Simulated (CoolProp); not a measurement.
The fluoroketone C6F12O (FK-5-1-12) along the isobar 11.2 MPa: fugacity coefficient from the reference equation and from simpler models built on Tc = 441.8 K, pc = 1.869 MPa, ω = 0.471; each cubic takes its own stable root.

Values from CoolProp's reference Helmholtz-energy equation of state, McLinden 2015.

```tsv
T (K)	phase	reference	van der Waals	Redlich-Kwong	Peng-Robinson
229.8	liquid	0.0001802	0.03158	0.002061	0.0002075
241.4	liquid	0.0004236	0.04000	0.003654	0.0004651
252.9	liquid	0.0008956	0.04946	0.006028	0.0009486
264.5	liquid	0.001751	0.06009	0.009429	0.001804
276.1	liquid	0.003181	0.07179	0.01404	0.003210
287.7	liquid	0.005426	0.08450	0.02003	0.005392
299.2	liquid	0.008724	0.09803	0.02749	0.008577
310.8	liquid	0.01343	0.1125	0.03665	0.01310
322.4	liquid	0.01981	0.1279	0.04752	0.01924
334	liquid	0.02816	0.1439	0.06012	0.02728
345.5	liquid	0.03863	0.1605	0.07432	0.03738
357.1	liquid	0.05160	0.1777	0.09030	0.04995
368.7	liquid	0.06713	0.1955	0.1079	0.06507
380.2	liquid	0.08515	0.2135	0.1268	0.08269
391.8	liquid	0.1060	0.2321	0.1471	0.1031
```
